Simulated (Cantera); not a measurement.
# N₂O + SO₂ (abatement and gas-phase synthesis)

Feed: 1 mol N₂O, 0.027 mol SO₂, held at 2102 °C.

Equilibrium computed with Cantera from the NASA thermochemical tables; the gas is ideal and each condensed phase is pure. Candidate condensed phases: S; 17 gas species. The ideal-gas law is rough above about 30 bar. Equilibrium is a limit: real reactors are often held back by kinetics, nucleation or transport.

```json
[
 {"P (Pa)": "10", "x N₂": "0.554", "x O₂": "0.137", "x O": "0.281", "x NO": "0.0124", "x SO₂": "0.00826"},
 {"P (Pa)": "200", "x N₂": "0.617", "x O₂": "0.262", "x O": "0.0867", "x NO": "0.0180", "x SO₂": "0.0151"},
 {"P (Pa)": "3900", "x N₂": "0.638", "x O₂": "0.304", "x O": "0.0211", "x NO": "0.0197", "x SO₂": "0.0171"},
 {"P (Pa)": "77000", "x N₂": "0.643", "x O₂": "0.314", "x O": "0.00484", "x NO": "0.0202", "x SO₂": "0.0175"},
 {"P (Pa)": "1500000", "x N₂": "0.644", "x O₂": "0.316", "x O": "0.00110", "x NO": "0.0203", "x SO₂": "0.0176"},
 {"P (Pa)": "30000000", "x N₂": "0.645", "x O₂": "0.317", "x O": "0.000246", "x NO": "0.0203", "x SO₂": "0.0173"}
]
```
x: gas mole fraction; nothing condenses.

From 10.0 Pa to 300 bar nothing is condensed.
